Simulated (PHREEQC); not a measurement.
**Brine (model solution)**

Dissolve 0.27 mol/kgw NaBr, 0.04 mol/kgw NaHCO3 and 0.00015 mol/kgw H4SiO4 at 25 °C. Closed to the air; pH follows from the charge balance.

Equilibrium calculation in PHREEQC: Pitzer model, pitzer.dat.

```json
{
 "pH": "7.96",
 "ionic_strength": "0.311 mol/kgw",
 "activity_of_water": "0.990",
 "specific_conductance": "28400 µS/cm",
 "density": "1.020 g/cm³",
 "osmotic_coefficient": "0.920",
 "total_alkalinity": "40.0 meq/kg"
}
```

```
species  molality  activity   log γ
-------  --------  --------  ------
Na+         0.310     0.227  -0.136
Br-         0.270     0.187  -0.160
HCO3-      0.0387    0.0287  -0.130
CO2      0.000666  0.000702   0.023
CO3-2    0.000661  0.000119  -0.745
H4SiO4   0.000147  0.000152   0.015
H3SiO4-   3.39e-6   2.03e-6  -0.223
OH-       1.38e-6   9.07e-7  -0.182
H+        1.41e-8   1.10e-8  -0.107
```

This is a speciation only: nothing precipitates in the calculation.
